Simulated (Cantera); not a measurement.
**NO annealing gas**

A perfectly stirred reactor is fed with 32.3 % NO, 67.7 % N2, at 37000 Pa; it is held at 1875 K, and followed from long to short residence time.

Computed with Cantera and GRI-Mech 3.0 (53 species, 325 reactions).

```json
[
 {"τ (s)": "25", "x NO": "0.0931", "x O": "0.000136", "x O2": "0.115", "x N2O": "3.54e-6", "x N2": "0.792", "x NO2": "9.03e-5"},
 {"τ (s)": "5.7", "x NO": "0.192", "x O": "0.000105", "x O2": "0.0652", "x N2O": "1.49e-5", "x N2": "0.743", "x NO2": "0.000141"},
 {"τ (s)": "1.3", "x NO": "0.277", "x O": "6.62e-5", "x O2": "0.0227", "x N2O": "3.18e-5", "x N2": "0.700", "x NO2": "0.000126"},
 {"τ (s)": "0.28", "x NO": "0.312", "x O": "4.08e-5", "x O2": "0.00534", "x N2O": "4.08e-5", "x N2": "0.683", "x NO2": "8.38e-5"},
 {"τ (s)": "0.063", "x NO": "0.320", "x O": "3.10e-5", "x O2": "0.00116", "x N2O": "4.21e-5", "x N2": "0.679", "x NO2": "6.33e-5"},
 {"τ (s)": "0.014", "x NO": "0.322", "x O": "2.59e-5", "x O2": "0.000212", "x N2O": "3.75e-5", "x N2": "0.678", "x NO2": "5.19e-5"},
 {"τ (s)": "0.0031", "x NO": "0.322", "x O": "1.68e-5", "x O2": "2.11e-5", "x N2O": "2.42e-5", "x N2": "0.677", "x NO2": "3.14e-5"},
 {"τ (s)": "0.00070", "x NO": "0.323", "x O": "5.87e-6", "x O2": "7.13e-7", "x N2O": "9.42e-6", "x N2": "0.677", "x NO2": "7.83e-6"}
]
```
x: mole fraction; the columns are a selection and need not sum to one.
